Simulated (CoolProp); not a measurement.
Properties of normal hydrogen along the isobar 7.7 MPa (Tc = -240.0 °C, pc = 1.296 MPa, ω = -0.219).

Model: reference Helmholtz-energy equation of state, Leachman 2009, in CoolProp.

```
T (°C)           phase  density (kg/m³)  speed of sound (m/s)  expansivity (1/kK)
-------  -------------  ---------------  --------------------  ------------------
-244.15         liquid                …                  1260               12.93
-222.85  supercritical                …                 877.4               27.25
-201.55  supercritical            27.52                 832.5               19.22
-180.25  supercritical            19.78                 890.9               12.67
-158.95  supercritical                …                 951.1               9.496
-137.65  supercritical            13.08                  1008               7.654
-116.35  supercritical            11.26                  1062               6.445
-95.05   supercritical            9.912                  1115               5.586
-73.75   supercritical            8.864                  1165               4.940
-52.45   supercritical            8.023                  1214               4.435
```

Q: What belongs in the gaps?

A: 
- -244.15, density (kg/m³): 71.13
- -222.85, density (kg/m³): 46.12
- -158.95, density (kg/m³): 15.67
